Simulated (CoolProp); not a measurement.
A single-stage vapour-compression cycle with CH3F (R41): evaporating at 243.15 K (dew point), condensing at 282.15 K (bubble point), superheat 0 K, subcooling 0 K, compressor efficiency 0.6, no pressure losses. Each further row changes one setting.

Computed with CoolProp (reference Helmholtz-energy equation of state, Lemmon 2006). It is a short technical equation, of lower accuracy than the large ones.

| case | cooling COP | pressure ratio | discharge temperature (K) | refrigerating effect (kJ/kg) | volumetric capacity (kJ/m³) |
|---|---|---|---|---|---|
| as stated | 2.88 | 3.15 | 345.8 | 311 | 5090 |
| evaporating temperature 248.15 K | 3.45 | 2.67 | 334.9 | 312 | 6030 |
| condensing temperature 277.15 K | 3.43 | 2.77 | 333.1 | 324 | 5310 |
| subcooling 5 K | 3.01 | 3.15 | 345.8 | 325 | 5310 |
| superheat 10 K | 2.81 | 3.15 | 361.8 | 326 | 4980 |
| compressor efficiency 0.5 | 2.40 | 3.15 | 360.4 | 311 | 5090 |
